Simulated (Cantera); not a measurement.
A perfectly stirred reactor is fed with 8.77 % CH4, 0.403 % H2, 19.1 % O2, 71.7 % N2, equivalence ratio 0.93, at 3.50 bar; it is adiabatic with a 500 K inlet, and is followed from long to short residence time, starting on the burning branch (τ in s: 0.023, 0.014, 0.009, 0.0057, 0.0036, 0.0023, 0.0014, 0.00091, 0.00057, 0.00036, 0.00023, 0.00014, 9.1e-05).

Cantera simulation using GRI-Mech 3.0 (53 species, 325 reactions); the numbers are that mechanism's predictions, not measurements.

x: mole fraction; the columns are a selection and need not sum to one.

| τ (s) | T (K) | x CH4 | x H2 | x O2 | x C2H6 | x N2O | x CO | x C2H4 |
|---|---|---|---|---|---|---|---|---|
| 0.023 | 2301 | 4.22e-6 | 0.00190 | 0.0154 | 6.86e-12 | 4.23e-7 | 0.00508 | 3.56e-10 |
| 0.014 | 2298 | 6.61e-6 | 0.00202 | 0.0158 | 1.66e-11 | 4.32e-7 | 0.00543 | 8.46e-10 |
| 0.0090 | 2293 | ? | ? | 0.0161 | 3.56e-11 | 4.43e-7 | ? | ? |
| 0.0057 | 2286 | 1.43e-5 | 0.00242 | 0.0166 | 7.53e-11 | 4.56e-7 | 0.00652 | 3.56e-9 |
| 0.0036 | 2275 | 2.06e-5 | 0.00275 | 0.0172 | 1.54e-10 | 4.71e-7 | 0.00739 | 6.86e-9 |
| 0.0023 | 2262 | 2.91e-5 | 0.00317 | 0.0179 | 2.98e-10 | 4.84e-7 | 0.00848 | 1.23e-8 |
| 0.0014 | 2244 | 4.20e-5 | 0.00375 | 0.0189 | 5.98e-10 | 4.94e-7 | 0.00997 | 2.25e-8 |
| 0.00091 | 2225 | 5.76e-5 | 0.00436 | 0.0199 | 1.07e-9 | 4.96e-7 | 0.0115 | 3.66e-8 |
| 0.00057 | 2200 | 8.13e-5 | 0.00514 | 0.0211 | 2.01e-9 | 4.90e-7 | 0.0134 | 6.10e-8 |
| 0.00036 | 2171 | ? | ? | 0.0226 | ? | 4.78e-7 | ? | ? |
| 0.00023 | 2140 | 0.000162 | 0.00693 | 0.0242 | 7.09e-9 | 4.61e-7 | 0.0178 | 1.66e-7 |
| 0.00014 | 2100 | 0.000243 | 0.00803 | 0.0263 | 1.50e-8 | 4.38e-7 | 0.0207 | 3.00e-7 |
| 9.1e-5 | 2062 | 0.000355 | 0.00902 | 0.0285 | 3.09e-8 | 4.15e-7 | 0.0236 | 5.32e-7 |

Question: Complete the blanks.

Answer: 
- 0.0090, x CH4: 9.72e-6
- 0.0090, x H2: 0.00219
- 0.0090, x CO: 0.00588
- 0.0090, x C2H4: 1.76e-9
- 0.00036, x CH4: 0.000115
- 0.00036, x H2: 0.00600
- 0.00036, x C2H6: 3.77e-9
- 0.00036, x CO: 0.0155
- 0.00036, x C2H4: 1.00e-7
